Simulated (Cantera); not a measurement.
Charge: 1 mol V₂O₅, 52 mol H₂, 12 mol N₂, held at 1827 °C and 0.133 bar.

Equilibrium computed with Cantera from the NASA thermochemical tables; the gas is ideal and each condensed phase is pure. Candidate condensed phases: H₂O, V, VN, VO, V₂O₃, V₂O₄, V₂O₅; 28 gas species. Mutual solubility and eutectic melting of coexisting phases are not modelled. VO: taken at fixed stoichiometry. Condensed phases not in the tables: the oxides between V₂O₃ and V₂O₅ other than VO₂. Kinetics and transport are ignored.

Base state: H₂ 0.771, N₂ 0.187, H₂O 0.0339, H 0.00749, VO₂ 0.000450, VO 5.98e-5, OH 3.93e-5 (mole fractions); condensed: VO(l) + V₂O₃(s).

Problem. What changes in the equilibrium state with this change: pressure from 0.133 bar to 0.500 bar?

Solution. 
| species | before | after |
|---|---|---|
| H₂ | 0.771 | 0.775 |
| N₂ | 0.187 | 0.187 |
| H₂O | 0.0339 | 0.0341 |
| H | 0.00749 | 0.00388 |
| VO₂ | 0.000450 | 0.000120 |
| VO | 5.98e-5 | 1.59e-5 |
| OH | 3.93e-5 | 2.03e-5 |
| VO(l), mol | 0.393 | 0.382 |
| V₂O₃(s), mol | 0.787 | 0.805 |
